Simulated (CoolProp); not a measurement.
Sulfur dioxide at several states: Z from the reference equation and from simpler models built on Tc = 430.6 K, pc = 7.887 MPa, ω = 0.256; each cubic takes its own stable root.

Model: reference Helmholtz-energy equation of state, Gao 2016, in CoolProp.

```
T (K)  p (MPa)   phase  reference  van der Waals  Soave-Redlich-Kwong  Peng-Robinson
-----  -------  ------  ---------  -------------  -------------------  -------------
482.2     1.53     gas     0.9537         0.9548               0.9545         0.9481
377.7     1.35     gas     0.8976         0.9257               0.9040         0.8967
399.9     20.6  liquid     0.3553         0.5341               0.4024         0.3588
371.5     32.3  liquid     0.5380         0.8166               0.5957         0.5307
233.1     0.09  liquid   0.001933         0.9860             0.002171       0.001927
```

At some of these states van der Waals gives the other phase, because its saturation line lies elsewhere.
